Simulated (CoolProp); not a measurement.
Model: reference Helmholtz-energy equation of state, Smukala 2000, in CoolProp.

Question: For ethylene, give the phase and the density (kg/m³), cv (kJ/(kg K)), Joule-Thomson coefficient (K/MPa), isothermal compressibility (1/MPa) at 47.75 °C and 1.88 MPa; 47.75 °C and 22.2 MPa; 47.75 °C and 50.4 MPa.

Answer: 
- 47.75 °C and 1.88 MPa: gas; density 21.7, cv 1.35, Joule-Thomson coefficient 8.73, isothermal compressibility 0.586
- 47.75 °C and 22.2 MPa: supercritical; density 372, cv 1.50, Joule-Thomson coefficient 0.457, isothermal compressibility 0.0134
- 47.75 °C and 50.4 MPa: supercritical; density 451, cv 1.54, Joule-Thomson coefficient -0.255, isothermal compressibility 0.00391
